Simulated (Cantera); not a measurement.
A closed system holds: 1 mol Fe, 0.6 mol CO, 5.9 mol H2, 0.027 mol H2O, held at 100 Torr.

Cantera equilibrium calculation (NASA polynomials, part measured and part estimated; ideal gas, pure solids and liquids). Candidate condensed phases: C, C6H6, C7H8, C8H18, Fe, Fe(CO)5, FeO, Fe(OH)2, Fe(OH)3, Fe2O3, Fe3O4, H2O; 114 gas species. Rates play no part. All values below are at 627 °C.

Base state: H2 0.879, CO 0.0673, CH4 0.0248, H2O 0.0248, CO2 0.00437 (mole fractions); condensed: Fe(α).

Problem. What changes in the equilibrium state with this change: Fe replaced by Si?

Solution. 
```csv
species,before,after
H2,0.879,1.000
CH4,0.0248,6.11e-6
H2O,0.0248,<1e-9
CO,0.0673,<1e-9
CO2,0.00437,<1e-9
"Fe(α), mol",1.00,0
"Si(s), mol",0,0.0865
"SiC(s), mol",0,0.600
"SiO2(β-quartz), mol",0,0.314
```
Further candidate phases: Si, SiC, SiO2.
